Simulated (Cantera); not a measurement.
Feed: 1 mol Si3N4, 0.4 mol O2, 22 mol N2, held at 5.70 Pa.

Method: chemical equilibrium by Gibbs-energy minimisation in Cantera with the NASA 1993 tables (ideal gas, pure condensed phases). Candidate condensed phases: Si, SiO2, Si2N2O, Si3N4; 16 gas species. The tables' values for SiN are old estimates; treat these amounts as uncertain. Rates play no part. All values below are at 1900 K.

Base state: N2 0.889, Si 0.0806, SiO 0.0296, Si2 0.000236, SiN 0.000192, Si2N 0.000101, Si3 1.94e-5 (mole fractions); condensed: gas only.

### Question
What changes in the equilibrium state with this change: pressure from 5.70 Pa to 1 atm?

### Answer
| species | before | after |
|---|---|---|
| N2 | 0.889 | 1.000 |
| SiO | 0.0296 | 0.000495 |
| Si | 0.0806 | 1.47e-6 |
| Si2 | 0.000236 | 1.40e-9 |
| Si3 | 1.94e-5 | <1e-9 |
| Si2N | 0.000101 | 8.49e-8 |
| SiN | 0.000192 | 4.96e-7 |
| Si2N2O(s), mol | 0 | 0.789 |
| Si3N4(s), mol | 0 | 0.470 |
Mutual solubility and eutectic melting of coexisting phases are not modelled.
